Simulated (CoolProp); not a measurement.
Saturated liquid density (kg/m³) of carbon monoxide: the reference equation beside estimates from Tc = 132.9 K, pc = 3.498 MPa, ω = 0.050. Rackett uses Z = 0.29056 − 0.08775 ω.

The numbers come from the reference Helmholtz-energy equation of state, Lemmon 2006 in CoolProp. It is a short technical equation, of lower accuracy than the large ones.

```tsv
T (K)	reference	Rackett	van der Waals	Redlich-Kwong	Soave-Redlich-Kwong
87.5	767.0	777.9	523.9	765.1	762.2
89.5	757.7	768.8	517.6	754.1	751.8
91.6	747.8	759.1	510.9	742.2	740.4
93.6	…	749.5	504.3	730.5	729.2
95.6	…	739.8	…	718.4	717.6
97.7	717.5	729.3	490.1	705.2	704.9
99.7	707.0	719.0	482.9	692.3	692.4
101.7	696.2	708.4	475.4	678.8	679.4
103.8	684.6	696.9	467.2	664.2	665.2
105.8	673.1	685.7	…	649.6	651.0
107.8	661.1	673.9	450.8	634.5	…
109.9	648.1	661.1	441.6	…	620.0
111.9	635.1	648.4	432.4	601.3	…
113.9	…	635.0	422.7	583.9	586.6
116	606.3	620.2	412.0	564.6	567.6
```

**Question.** What belongs in the gaps?

**Answer.** 
- 93.6, reference: 738.1
- 95.6, reference: 728.1
- 95.6, van der Waals: 497.5
- 105.8, van der Waals: 459.2
- 107.8, Soave-Redlich-Kwong: 636.3
- 109.9, Redlich-Kwong: 617.9
- 111.9, Soave-Redlich-Kwong: 603.8
- 113.9, reference: 621.4

Absolute difference from the reference over all 15 rows, mean and median: Rackett 1.8 and 1.8 %, van der Waals 31.8 and 31.7 %, Redlich-Kwong 2.9 and 2.5 %, Soave-Redlich-Kwong 2.8 and 2.4 %.
